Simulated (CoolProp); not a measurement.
Saturation properties of R1336mzz(E).

Computed with CoolProp (reference Helmholtz-energy equation of state, Akasaka 2023).

| T (°C) | p (kPa) | vapour density (kg/m³) | enthalpy of vaporisation (kJ/kg) | liquid cp (kJ/(kg K)) |
|---|---|---|---|---|
| 22.55 | 177.3 | 12.77 | 145.8 | 1.240 |
| 25.05 | 193.8 | 13.91 | 144.4 | 1.244 |
| 27.55 | 211.4 | 15.13 | 143.1 | 1.247 |
| 29.95 | 229.4 | 16.38 | 141.7 | 1.251 |
| 32.45 | 249.4 | 17.77 | 140.3 | 1.255 |
| 34.95 | 270.8 | 19.25 | 138.8 | 1.259 |
| 37.45 | 293.5 | 20.83 | 137.4 | 1.263 |
| 39.95 | 317.6 | 22.52 | 135.9 | 1.268 |
| 42.45 | 343.3 | 24.32 | 134.4 | 1.272 |
| 44.95 | 370.4 | 26.23 | 132.9 | 1.277 |
| 47.45 | 399.2 | 28.27 | 131.3 | 1.282 |
| 49.95 | 429.7 | 30.43 | 129.7 | 1.288 |
| 52.45 | 461.9 | 32.74 | 128.1 | 1.294 |

It boils at 7.9 °C under 1 atm.
